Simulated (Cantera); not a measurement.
A freely propagating, adiabatic, planar premixed flame of H₂ : O₂ : N₂ : H₂O = 1 : 0.294 : 1.11 : 0.06 (molar parts), equivalence ratio 1.7, unburnt at 675 K and 0.987 atm; mixture-averaged transport, grid criteria slope 0.08 and curve 0.16, no radiation.

Computed with Cantera and the H2/O2 subset of GRI-Mech 3.0, which has no nitrogen chemistry. Burning velocities carry a grid error of a few per cent, more on coarse grids.

Question: What does this change do: inlet temperature 675 to 700 K?

Answer: 
| quantity | before | after |
|---|---|---|
| laminar burning velocity | 1080 cm/s | 1160 cm/s |
| thermal thickness | 0.467 mm | 0.474 mm |
| peak x(OH) | 0.00950 | 0.00980 |
| peak x(HO₂) | 0.000244 | 0.000228 |
| peak x(H₂O₂) | 6.08e-6 | 5.00e-6 |

Question: What does this change do: N2 1.11 to 0.86 parts?

Answer: 
```tsv
quantity	before	after
laminar burning velocity	1080 cm/s	1270 cm/s
thermal thickness	0.467 mm	0.446 mm
peak x(OH)	0.00950	0.0128
peak x(HO₂)	0.000244	0.000276
peak x(H₂O₂)	6.08e-6	6.41e-6
```
